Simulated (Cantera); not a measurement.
Standard-state values (1 bar) from the NASA 1993 polynomials, evaluated with Cantera. Values are per mole of reaction as written; species without (g) are pure solids or liquids, kept so even where they would boil at 1 bar.

NH₃(g) + 3 NO(g) + 8 Cr ⇌ 3 OH(g) + 4 Cr₂N, with ΔH° = -611.9 kJ and ΔS° = -202.8 J/K at 300 K.

How far is the shortcut ΔG° ≈ ΔH°(300 K) − T·ΔS°(300 K) from the full temperature-dependent value at 650, 675, 700, 725, 750, 775, 800 K?


```tsv
T (K)	shortcut (kJ)	full (kJ)	difference (kJ)	difference in log10 K
650	-480.1	-487.4	7.3	-0.59
675	-475.0	-483.2	8.2	-0.64
700	-469.9	-479.2	9.2	-0.69
725	-464.8	-475.1	10.3	-0.74
750	-459.8	-471.1	11.3	-0.79
775	-454.7	-467.2	12.4	-0.84
800	-449.6	-463.2	13.6	-0.89
```
The shortcut ignores the heat-capacity change of the reaction.
